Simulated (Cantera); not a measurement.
A Cantera script and what it prints.

```python
import numpy as np
import cantera as ct

gas_names = """
    C CN CO CO2 C2 CCN CNC C2N2 C2O C3 C3O2 C4 C4N2 C5 N NCO NO NO2 NO3 N2 N2O O O2 O3 Pb PbO Pb2
""".split()
cond_names = """
    C(gr) Pb(cr) Pb(L) PbO(rd) PbO(yw) PbO(L) PbO2(s) Pb3O4(s)
""".split()


# ... load() reads the species with a 1 bar reference pressure and builds the phases ...
atoms = {
    'PbO': {'Pb': 1, 'O': 1},
    'CO': {'C': 1, 'O': 1},
    'N2': {'N': 2},
}
top_T = {'C(gr)': 4500, 'Pb3O4(s)': 820}  # K; cautious upper limits of use, not melting points


# ... equilibrate(T, P, feed) seeds the gas with the atoms and calls Mixture.equilibrate('TP', solver="vcs", rtol=1e-11, max_steps=5000) ...
results = []
feed = {'PbO': 1, 'CO': 1.9, 'N2': 1.7}  # mol
P = 1333.22  # Pa
for T in [873, 923, 973, 1023, 1073, 1123, 1173, 1223, 1273, 1323, 1373, 1423, 1473]:
    mix = equilibrate(T, P, feed)
    results.append((T, P, feed, dict(zip(mix.species_names, mix.species_moles))))

top = {s: max(r[3][s] / sum(r[3][g] for g in gas_names) for r in results) for s in gas_names}
cols = sorted((s for s in top if top[s] > 1e-05), key=lambda s: -top[s])[:8]
seen = [c for c in cond_names if any(r[3].get(c, 0) > 1e-12 for r in results)]
print("log10 of partial pressures in bar; condensed amounts in mol")
print(f"{'T/K':>10s}" + "".join(f"{s[:9]:>10s}" for s in cols + seen))
for T, P, feed, n in results:
    ng = sum(n[g] for g in gas_names)
    print(f"{T:10.4g}" + "".join(f"{np.log10(max(n[s] / ng * P / 1e5, 1e-99)):10.3f}" for s in cols)
          + "".join(f"{n.get(c, 0):10.4g}" for c in seen))
```

Output:

```
log10 of partial pressures in bar; condensed amounts in mol
       T/K        N2       CO2        CO        Pb       PbO       Pb2     Pb(L)
       873    -2.201    -2.431    -2.477    -6.197   -13.059   -12.649    0.9998
       923    -2.201    -2.431    -2.477    -5.596   -11.949   -11.641    0.9993
       973    -2.201    -2.432    -2.477    -5.058   -10.954   -10.740    0.9976
      1023    -2.202    -2.432    -2.478    -4.574   -10.059    -9.930    0.9928
      1073    -2.203    -2.434    -2.480    -4.136    -9.248    -9.198    0.9802
      1123    -2.207    -2.437    -2.483    -3.738    -8.511    -8.533      0.95
      1173    -2.215    -2.445    -2.491    -3.375    -7.839    -7.926    0.8824
      1223    -2.232    -2.462    -2.508    -3.042    -7.222    -7.371     0.737
      1273    -2.265    -2.496    -2.541    -2.736    -6.656    -6.861     0.425
      1323    -2.307    -2.538    -2.584    -2.538    -6.217    -6.559         0
      1373    -2.307    -2.538    -2.583    -2.538    -5.994    -6.647         0
      1423    -2.307    -2.538    -2.583    -2.538    -5.788    -6.729         0
      1473    -2.307    -2.538    -2.583    -2.538    -5.596    -6.805         0
```

Equilibrium computed with Cantera from the NASA thermochemical tables; the gas is ideal and each condensed phase is pure.
